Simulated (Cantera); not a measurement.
## Reactions in the system Cu-F-O

Cantera with NASA thermochemical tables; ideal gases at 1 bar, condensed phases pure. Values are per mole of reaction as written; species without (g) are pure solids or liquids, kept so even where they would boil at 1 bar.

2 CuF₂ + O(g) ⇌ Cu₂O + 2 F₂(g)

```
T (K)  ΔH° (kJ)  ΔS° (J/K)  ΔG° (kJ)  log10 K
-----  --------  ---------  --------  -------
1973      535.9       44.6     447.8   -11.86
2048      532.6       43.0     444.6   -11.34
2123      529.3       41.4     441.4   -10.86
2198      526.0       39.9     438.3   -10.42
2273      522.7       38.4     435.4   -10.01
2348      519.4       37.0     432.6    -9.62
2423      516.1       35.6     429.9    -9.27
2498      512.8       34.2     427.2    -8.93
2573      509.4       32.9     424.7    -8.62
```
